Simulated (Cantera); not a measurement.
A Cantera script and what it prints.

```python
import numpy as np
import cantera as ct

gas_names = """
    CL CL2 H HCL H2 N NH NH2 NH3 N2 N2H2 N2H4 Si SiCL SiCL2 SiCL3 SiCL4 SiH SiHCL3 SiH2 SiH2CL2 SiH3
    SiH3CL SiH4 SiN Si2 Si2N Si3
""".split()
cond_names = """
    NH4CL(a) NH4CL(b) Si(cr) Si(L) Si3N4(a)
""".split()


# ... load() reads the species with a 1 bar reference pressure and builds the phases ...
atoms = {
    'Si2H6': {'Si': 2, 'H': 6},
    'Cl2': {'CL': 2},
    'N2': {'N': 2},
}
top_T = {'Si3N4(a)': 2400}  # K; cautious upper limits of use, not melting points


# ... equilibrate(T, P, feed) seeds the gas with the atoms and calls Mixture.equilibrate('TP', solver="vcs", rtol=1e-11, max_steps=5000) ...
results = []
feed = {'Si2H6': 1, 'Cl2': 0.0035, 'N2': 3.7}  # mol
T = 1648  # K
P = 200  # Pa
mix = equilibrate(T, P, feed)
results.append((T, P, feed, dict(zip(mix.species_names, mix.species_moles))))
print(gas.report(threshold=0.0001))
for i in range(1, mix.n_phases):
    print(f"{mix.phase(i).name:16s} {mix.phase_moles(i):12.5e} mol")
```

It prints:

```
       temperature   1648 K
          pressure   200 Pa
           density   0.00019722 kg/m^3
  mean mol. weight   13.512 kg/kmol
   phase of matter   gas

                          1 kg             1 kmol
                     ---------------   ---------------
          enthalpy         3.142e+06        4.2455e+07  J
   internal energy         2.128e+06        2.8753e+07  J
           entropy             19788        2.6737e+05  J/K
    Gibbs function       -2.9468e+07       -3.9817e+08  J
 heat capacity c_p            2510.4             33920  J/K
 heat capacity c_v              1895             25606  J/K

                      mass frac. Y      mole frac. X     chem. pot. / RT
                     ---------------   ---------------   ---------------
                 H        0.00011084         0.0014857           -12.841
               HCL         0.0034545         0.0012803           -45.303
                H2          0.083063           0.55672           -25.681
                N2           0.91302           0.44038           -33.341
                Si        0.00022254        0.00010706           -5.0073
     [  +23 minor]         0.0001288        2.9809e-05

Si(cr)            0.00000e+00 mol
Si3N4(a)          6.66420e-01 mol
```

These are equilibrium values from Cantera (NASA tables, ideal gas, pure condensed phases), not measurements of a reactor. The feed counts by its element totals alone.
